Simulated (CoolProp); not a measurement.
Vapour-liquid equilibrium of propane (1) + n-pentane (2) at 294.3 K; x and y are mole fractions of (1).

Computed with CoolProp (multi-fluid Helmholtz-energy mixture model, Lemmon 2009 and Thol 2019; pair parameters Kunz 2012).

```json
[
 {"x": "0.05", "bubble pressure (MPa)": "0.1043", "y at the bubble point": "0.449", "dew pressure at overall composition x (MPa)": "0.06214", "liquid density (mol/L)": "8.735"},
 {"x": "0.125", "bubble pressure (MPa)": "0.1688", "y at the bubble point": "0.676", "dew pressure at overall composition x (MPa)": "0.06727", "liquid density (mol/L)": "8.864"},
 {"x": "0.2", "bubble pressure (MPa)": "0.2306", "y at the bubble point": "0.776", "dew pressure at overall composition x (MPa)": "0.07332", "liquid density (mol/L)": "9.016"},
 {"x": "0.275", "bubble pressure (MPa)": "0.2902", "y at the bubble point": "0.833", "dew pressure at overall composition x (MPa)": "0.08054", "liquid density (mol/L)": "9.189"},
 {"x": "0.35", "bubble pressure (MPa)": "0.3485", "y at the bubble point": "0.871", "dew pressure at overall composition x (MPa)": "0.08933", "liquid density (mol/L)": "9.382"},
 {"x": "0.425", "bubble pressure (MPa)": "0.4059", "y at the bubble point": "0.898", "dew pressure at overall composition x (MPa)": "0.1002", "liquid density (mol/L)": "9.592"},
 {"x": "0.5", "bubble pressure (MPa)": "0.4629", "y at the bubble point": "0.919", "dew pressure at overall composition x (MPa)": "0.1141", "liquid density (mol/L)": "9.817"},
 {"x": "0.575", "bubble pressure (MPa)": "0.5197", "y at the bubble point": "0.936", "dew pressure at overall composition x (MPa)": "0.1324", "liquid density (mol/L)": "10.05"},
 {"x": "0.65", "bubble pressure (MPa)": "0.5766", "y at the bubble point": "0.950", "dew pressure at overall composition x (MPa)": "0.1576", "liquid density (mol/L)": "10.30"},
 {"x": "0.725", "bubble pressure (MPa)": "0.6342", "y at the bubble point": "0.962", "dew pressure at overall composition x (MPa)": "0.1943", "liquid density (mol/L)": "10.54"},
 {"x": "0.8", "bubble pressure (MPa)": "0.6928", "y at the bubble point": "0.973", "dew pressure at overall composition x (MPa)": "0.2524", "liquid density (mol/L)": "10.78"},
 {"x": "0.875", "bubble pressure (MPa)": "0.7533", "y at the bubble point": "0.983", "dew pressure at overall composition x (MPa)": "0.3564", "liquid density (mol/L)": "11.00"},
 {"x": "0.95", "bubble pressure (MPa)": "0.8170", "y at the bubble point": "0.993", "dew pressure at overall composition x (MPa)": "0.5776", "liquid density (mol/L)": "11.19"}
]
```

No azeotrope shows between x = 0.05 and 0.95.

The pair parameters rest on a limited set of measurements; away from them the model extrapolates. The gap from Raoult's law changes sign with composition, which may be real or a fault of the pair parameters; it wasn't checked against measurements.
